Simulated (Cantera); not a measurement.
Input (Python, Cantera):

```python
import numpy as np
import cantera as ct

gas = ct.Solution("gri30.yaml")
gas.TPX = 1473, 220, {'H2': 0.0069, 'O2': 1, 'N2': 2.3, 'H2O': 0.0098}
reactor = ct.IdealGasConstPressureReactor(gas, energy="off", clone=False)
net = ct.ReactorNet([reactor])
net.rtol, net.atol = 1e-08, 1e-18
show = ['H2', 'O2', 'HO2', 'H', 'O']
times = np.geomspace(2e-06, 90, 11)

steps = ct.SolutionArray(gas, extra=["t"])
rows = []
print(f"{'t/s':>10s}{'T/K':>9s}{'P/Pa':>11s}" + "".join(f"{s:>11s}" for s in show))
for t in times:
    while net.time < t:
        t_next = net.step()
        steps.append(gas.state, t=t_next)
    rows.append([np.interp(t, steps.t, y) for y in (steps.T, steps.P, *steps(*show).X.T)])
    print(f"{t:10.3e}{rows[-1][0]:9.1f}{rows[-1][1]:11.4g}" + "".join(f"{x:11.3e}" for x in rows[-1][2:]))
rate = np.gradient(steps.T, steps.t)
print("integrator steps:", len(steps.t))
if steps.T.max() > steps.T[0] + 200:
    print(f"time of steepest temperature rise: {steps.t[rate.argmax()]:.4e} s")
gas.TPX = 1473, 220, {'H2': 0.0069, 'O2': 1, 'N2': 2.3, 'H2O': 0.0098}
gas.equilibrate("TP")
print(f"equilibrium (TP): T = {gas.T:.1f} K  " + "  ".join(f"{s} {gas[s].X[0]:.3e}" for s in show))
```

It prints:

```
       t/s      T/K       P/Pa         H2         O2        HO2          H          O
 2.000e-06   1473.0        220  2.080e-03  3.015e-01  1.310e-11  1.260e-11  4.106e-14
 1.165e-05   1473.0        220  2.080e-03  3.015e-01  7.631e-11  7.228e-11  1.361e-12
 6.787e-05   1473.0        220  2.080e-03  3.015e-01  4.445e-10  3.860e-10  4.321e-11
 3.954e-04   1473.0        220  2.080e-03  3.015e-01  2.588e-09  1.446e-09  1.078e-09
 2.303e-03   1473.0        220  2.080e-03  3.015e-01  1.501e-08  2.775e-09  1.389e-08
 1.342e-02   1473.0        220  2.080e-03  3.015e-01  8.535e-08  1.566e-08  2.200e-07
 7.816e-02   1473.0        220  1.127e-03  3.006e-01  2.990e-08  3.732e-05  6.568e-04
 4.553e-01   1473.0        220  1.289e-05  2.995e-01  1.709e-08  5.150e-05  1.731e-03
 2.652e+00   1473.0        220  1.247e-05  2.995e-01  1.680e-08  4.891e-05  1.672e-03
 1.545e+01   1473.0        220  1.036e-05  2.997e-01  1.531e-08  3.684e-05  1.382e-03
 9.000e+01   1473.0        220  4.523e-06  3.003e-01  1.036e-08  1.042e-05  5.925e-04
integrator steps: 765
equilibrium (TP): T = 1473.0 K  H2 2.568e-07  O2 3.001e-01  HO2 1.010e-08  H 1.376e-07  O 3.281e-05
```

Computed with Cantera and GRI-Mech 3.0 (53 species, 325 reactions). Radical loss at walls, strong at low pressure, is not modelled.
